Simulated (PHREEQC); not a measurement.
A PHREEQC input (ion-association model, wateq4f.dat):

```
SOLUTION 1
  temp 25
  units mg/L
  pH 7.43
  pe 1.2
  Na 8.61
  K 0.318
  Ca 11.2
  Mg 2.17
  Cl 10 charge
  Li 0.1 charge
  S(6) 20.4 as SO4
  Alkalinity 25.7 as HCO3
  F 0.133
  Si 0.81 as SiO2
END
USE solution 1
EQUILIBRIUM_PHASES 1
  Quartz 0 0.5
  Chalcedony 0 0
  CO2(g) -2 10
END
```

It stops with these messages:

```
ERROR: Charge balance specified for more than one species.
ERROR: Program terminating due to input errors.
```

The fault: two constituents marked charge. The line should read `Cl 10` where the input has `Cl 10 charge / Li 0.1 charge`. With the mend the run ends at pH 6.42 and ionic strength 0.00166 mol/kgw.
